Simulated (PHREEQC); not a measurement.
Make-up at 20 °C: 0.0068 mol HF, 0.0016 mol (CH3)4NF and 0.012 mol HCl per kg of water. Closed to the air; pH follows from the charge balance.

Model: ion-association model, phreeqc.dat, run in PHREEQC.

```
quantity                    before     after
------------------------  --------  --------
pH                            2.00      2.05
ionic strength (mol/kgw)    0.0126    0.0184
HF (mol/kgw)               0.00773   0.00530
F- (mol/kgw)              0.000634  0.000499
HF2- (mol/kgw)             1.80e-5   9.72e-6
```

Question: Which change was made?
A. HF replaced by NaBF4 at the same molality
B. temperature from 20 to 80 °C
C. 0.00021 mol/kgw CuSO4 added
D. HF from 0.0068 to 0.0136 mol/kgw

Answer: A, HF replaced by NaBF4 at the same molality

No solid was allowed to form. (CH3)4N+ isn't in the database: it is added as a free cation with an ion size of 4 Å. Real BF4- forms and hydrolyses slowly; the run takes it at equilibrium.
